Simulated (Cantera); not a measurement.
## Equilibrium for sublimation and decomposition of ceramics: AlN + N₂

Input: 1 mol AlN, 0.46 mol N₂, at 0.0190 bar.

Equilibrium computed with Cantera from the NASA thermochemical tables; the gas is ideal and each condensed phase is pure. Candidate condensed phases: Al, AlN; 5 gas species. Rates play no part.

```tsv
T (K)	x N₂	x Al	x Al₂	x N	x AlN	n AlN(s)
1925	0.998	0.00179	2.78e-8	2.12e-9	2.73e-11	0.999
2000	0.992	0.00787	3.59e-7	6.52e-9	1.88e-10	0.996
2075	0.969	0.0313	3.90e-6	1.83e-8	1.13e-9	0.985
2150	0.883	0.117	3.85e-5	4.61e-8	5.93e-9	0.935
2225	0.490	0.509	0.000524	8.50e-8	2.76e-8	0
2300	0.490	0.510	0.000386	1.98e-7	3.88e-8	0
2375	0.490	0.510	0.000290	4.39e-7	5.33e-8	0
2450	0.490	0.510	0.000222	9.25e-7	7.18e-8	0
2525	0.490	0.510	0.000172	1.87e-6	9.50e-8	0
2600	0.490	0.510	0.000136	3.62e-6	1.24e-7	0
2675	0.490	0.510	0.000108	6.76e-6	1.59e-7	0
```
x: gas mole fraction; n: condensed amount in mol.

From 1925 K to 2150 K the condensed part is AlN(s). From 2225 K to 2675 K nothing is condensed. The main Al-bearing gas is Al throughout.
